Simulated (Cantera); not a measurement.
## Thermodynamics of hydrogen reduction and annealing atmospheres, feed PbS + H₂

Charge: 1 mol PbS, 30 mol H₂, held at 1700 Pa.

These are equilibrium values from Cantera (NASA tables, ideal gas, pure condensed phases), not measurements of a reactor. Candidate condensed phases: Pb, PbS, S; 10 gas species. Gases not in the tables: S₃ to S₇. Kinetics and transport are ignored.

```tsv
T (K)	x H₂	x PbS	x Pb	x H₂S	n Pb(l)
1100	0.960	0.0195	0.00713	0.0129	0.178
1150	0.957	0.0213	0.0110	0.0109	0
1200	0.956	0.0205	0.0117	0.0117	0
1250	0.955	0.0198	0.0125	0.0124	0
1300	0.955	0.0190	0.0132	0.0130	0
1350	0.954	0.0183	0.0139	0.0135	0
1400	0.953	0.0175	0.0147	0.0139	0
1450	0.953	0.0167	0.0155	0.0140	0
1500	0.952	0.0158	0.0164	0.0140	0
1550	0.952	0.0148	0.0174	0.0137	0
```
x: gas mole fraction; n: condensed amount in mol.

At 1100 K the condensed part is Pb(l). From 1150 K to 1550 K nothing is condensed. The main Pb-bearing gas is PbS at 1100 K and Pb at 1550 K.
